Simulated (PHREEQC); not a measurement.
A made-up water analysis in mmol/kgw, 65 °C, pH 5.63, pe -1: Na 0.0379; K 2.26e-06; Ca 0.0665; Mg 0.000232; Cl 0.0218; S(6) 0.0316; Alkalinity (meq/kgw) 0.0867; Ba 3.78e-05; Si 0.000309; B 5.24e-05; Br 0.00283; Zn 1.97e-05; Mn(2) 0.00271.

Valence states are taken as typed.

Model: ion-association model, wateq4f.dat, run in PHREEQC.

```json
{
  "ionic_strength": "0.000277 mol/kgw",
  "charge_balance_error": "0.7 %"
}
```

```
species  molality  activity   log γ
-------  --------  --------  ------
CO2      0.000405  0.000405   0.000
HCO3-     8.89e-5   8.71e-5  -0.009
Ca+2      6.59e-5   6.07e-5  -0.036
Na+       3.79e-5   3.71e-5  -0.009
SO4-2     3.11e-5   2.86e-5  -0.036
Cl-       2.18e-5   2.14e-5  -0.009
Br-       2.83e-6   2.77e-6  -0.009
Mn+2      2.66e-6   2.45e-6  -0.036
H+        2.39e-6   2.34e-6  -0.009
CaSO4     4.82e-7   4.82e-7   0.000
H4SiO4    3.09e-7   3.09e-7   0.000
Mg+2      2.28e-7   2.10e-7  -0.036
CaHCO3+   9.36e-8   9.17e-8  -0.009
OH-       5.24e-8   5.13e-8  -0.009
H3BO3     5.24e-8   5.24e-8   0.000
Ba+2      3.72e-8   3.43e-8  -0.036
```

No solid was allowed to form. Away from 25 °C the constants follow the database's enthalpies or fits; those with neither stay at their 25 °C values.
